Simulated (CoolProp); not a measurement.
CHF3 (R23) along the isobar 490 kPa: density (kg/m³) from the reference equation and from simpler models built on Tc = 299.3 K, pc = 4832 kPa, ω = 0.263; each cubic takes its own stable root.

Model: reference Helmholtz-energy equation of state, Penoncello 2003, in CoolProp.

| T (K) | phase | reference |
|---|---|---|
| 210 | liquid | 1372 |
| 239.4 | gas | 18.88 |
| 268.9 | gas | 16.25 |
| 298.3 | gas | 14.38 |
| 327.8 | gas | 12.94 |
| 357.2 | gas | 11.79 |
| 386.7 | gas | 10.83 |
| 416.1 | gas | 10.03 |
| 445.6 | gas | 9.337 |
| 475 | gas | 8.741 |

Task: How far does each simpler model (van der Waals, Peng-Robinson) lie from the reference over these 10 states: mean and median of the absolute difference, and the worst?

Result: 
- van der Waals: mean 10.6 %, median 0.3 %, worst -98.5 % at 210 K and 490 kPa
- Peng-Robinson: mean 0.5 %, median 0.1 %, worst -3.4 % at 210 K and 490 kPa

At some of these states van der Waals gives the other phase, because its saturation line lies elsewhere.
